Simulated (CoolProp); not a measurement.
Vapour-liquid equilibrium of toluene (1) + n-nonane (2) at 21.8 kPa; x and y are mole fractions of (1).

The numbers come from the multi-fluid Helmholtz-energy mixture model, Lemmon 2006 and Lemmon 2006; pair parameters Bell 2016 in CoolProp.

| x | bubble temperature (K) | y at the bubble point | dew temperature at overall composition x (K) | liquid density (mol/L) |
|---|---|---|---|---|
| 0.05 | 369.5 | 0.195 | 373.0 | 5.228 |
| 0.125 | 363.6 | 0.402 | 371.2 | 5.440 |
| 0.2 | 358.9 | 0.543 | 369.3 | 5.658 |
| 0.275 | 355.0 | 0.641 | 367.4 | 5.883 |
| 0.35 | 351.9 | 0.712 | 365.2 | 6.119 |
| 0.425 | 349.3 | 0.766 | 362.9 | 6.366 |
| 0.5 | 347.1 | 0.809 | 360.4 | 6.628 |
| 0.575 | 345.2 | 0.845 | 357.7 | 6.907 |
| 0.65 | 343.6 | 0.876 | … | 7.206 |
| 0.725 | … | 0.903 | 351.3 | 7.528 |
| 0.8 | 340.7 | 0.930 | 347.6 | 7.875 |
| 0.875 | … | 0.955 | 343.6 | 8.252 |
| 0.95 | 338.1 | 0.982 | 339.7 | 8.662 |

Task: What belongs in the gaps?

Result: 
- 0.65, dew temperature at overall composition x (K): 354.7
- 0.725, bubble temperature (K): 342.1
- 0.875, bubble temperature (K): 339.4

No azeotrope shows between x = 0.05 and 0.95.

Pair parameters are fitted to limited data, so mixtures are less certain than the pure fluids.
